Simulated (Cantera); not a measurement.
**Pyrogenic steam for wet oxidation**

An isothermal, constant-pressure homogeneous reactor starts with H₂ : O₂ : N₂ = 0.63 : 1 : 11 (molar parts), at 1075 K and 1.00 bar.

Model: GRI-Mech 3.0 (53 species, 325 reactions), integrated in Cantera. The temperature is held fixed by assumption; the heat of reaction is taken as removed at once.

```
t (s)         x H₂    x O₂     x HO₂     x NO       x O      x OH       x H
--------  --------  ------  --------  -------  --------  --------  --------
3.00e-6     0.0499  0.0792  6.17e-11   <1e-12  5.10e-12  3.41e-12  5.29e-11
1.02e-5     0.0499  0.0792  2.39e-10   <1e-12  4.17e-11  2.03e-11  1.90e-10
3.46e-5     0.0499  0.0792   1.43e-9   <1e-12  4.23e-10  1.82e-10   1.40e-9
0.000117    0.0499  0.0792   1.59e-7   <1e-12   6.49e-8   2.75e-8   2.05e-7
0.000398   0.00640  0.0583   3.80e-5  4.43e-7  0.000678  0.000601   0.00107
0.00135   0.000764  0.0559   1.49e-5  4.55e-7   2.77e-5   3.91e-5   6.40e-6
0.00458   0.000236  0.0557   6.46e-6  4.06e-7   4.57e-6   1.18e-5   5.56e-7
0.0156     5.45e-5  0.0556   1.96e-6  3.44e-7   7.22e-7   5.18e-6   5.42e-8
0.0528     5.72e-6  0.0556   2.46e-7  3.30e-7   7.00e-8   2.50e-6   2.74e-9
0.179      1.30e-7  0.0556   9.76e-9  4.09e-7   9.64e-9   1.27e-6  4.54e-11
0.608     9.83e-10  0.0556   1.29e-9  4.62e-7   2.58e-9   6.70e-7  2.44e-12
2.06      2.73e-10  0.0556  6.87e-10  4.71e-7  8.64e-10   3.87e-7    <1e-12
7.00      1.63e-10  0.0556  7.08e-10  4.69e-7  3.94e-10   2.60e-7    <1e-12
```
x: mole fraction; the columns are a selection and need not sum to one.

Equilibrium at this temperature and pressure: H₂ 1.53e-10, O₂ 0.0556, HO₂ 7.51e-10, NO 3.71e-5, O 3.11e-10, OH 2.31e-7, H <1e-12 (gas phase only).
